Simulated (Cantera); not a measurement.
What does this Cantera script print?

```python
import numpy as np
import cantera as ct

gas_names = [...]  # 116 gases of nasa_gas.yaml made of C, H, Mg, O
cond_names = """
    C(gr) C6H6(L) C7H8(L) C8H18(L),n-octa H2O(s) H2O(L) Mg(cr) Mg(L) MgCO3(s) MgO(s) MgO(L) MgO2H2(s)
""".split()


# ... load() reads the species with a 1 bar reference pressure and builds the phases ...
atoms = {
    'Mg(OH)2': {'Mg': 1, 'O': 2, 'H': 2},
    'H2': {'H': 2},
    'C': {'C': 1},
}
top_T = {'C(gr)': 4500}  # K; cautious upper limits of use, not melting points


# ... equilibrate(T, P, feed) seeds the gas with the atoms and calls Mixture.equilibrate('TP', solver="vcs", rtol=1e-11, max_steps=5000) ...
results = []
feed = {'Mg(OH)2': 1, 'H2': 5.4, 'C': 0.019}  # mol
P = 1333.22  # Pa
for T in [1275, 1375, 1475, 1575, 1675, 1775, 1875, 1975, 2075, 2175]:
    mix = equilibrate(T, P, feed)
    results.append((T, P, feed, dict(zip(mix.species_names, mix.species_moles))))

top = {s: max(r[3][s] / sum(r[3][g] for g in gas_names) for r in results) for s in gas_names}
cols = sorted((s for s in top if top[s] > 1e-05), key=lambda s: -top[s])[:6]
seen = [c for c in cond_names if any(r[3].get(c, 0) > 1e-12 for r in results)]
print("log10 of partial pressures in bar; condensed amounts in mol")
print(f"{'T/K':>10s}" + "".join(f"{s[:9]:>10s}" for s in cols + seen))
for T, P, feed, n in results:
    ng = sum(n[g] for g in gas_names)
    print(f"{T:10.4g}" + "".join(f"{np.log10(max(n[s] / ng * P / 1e5, 1e-99)):10.3f}" for s in cols)
          + "".join(f"{n.get(c, 0):10.4g}" for c in seen))
```

It prints:

```
log10 of partial pressures in bar; condensed amounts in mol
       T/K        H2       H2O        Mg         H        CO        OH    MgO(s)
      1275    -1.949    -2.692   -11.244    -7.107    -4.449    -9.784         1
      1375    -1.949    -2.692    -9.792    -6.439    -4.440    -8.927         1
      1475    -1.949    -2.691    -8.541    -5.861    -4.434    -8.186         1
      1575    -1.949    -2.691    -7.454    -5.356    -4.430    -7.538         1
      1675    -1.949    -2.692    -6.500    -4.910    -4.427    -6.968    0.9998
      1775    -1.950    -2.691    -5.657    -4.513    -4.425    -6.461    0.9989
      1875    -1.952    -2.690    -4.909    -4.159    -4.424    -6.006    0.9939
      1975    -1.958    -2.684    -4.249    -3.843    -4.426    -5.590    0.9722
      2075    -1.974    -2.661    -3.683    -3.561    -4.433    -5.191    0.8959
      2175    -2.012    -2.605    -3.229    -3.318    -4.453    -4.783    0.6921
```

These are equilibrium values from Cantera (NASA tables, ideal gas, pure condensed phases), not measurements of a reactor. The tables' values for MgH are old estimates; treat these amounts as uncertain.
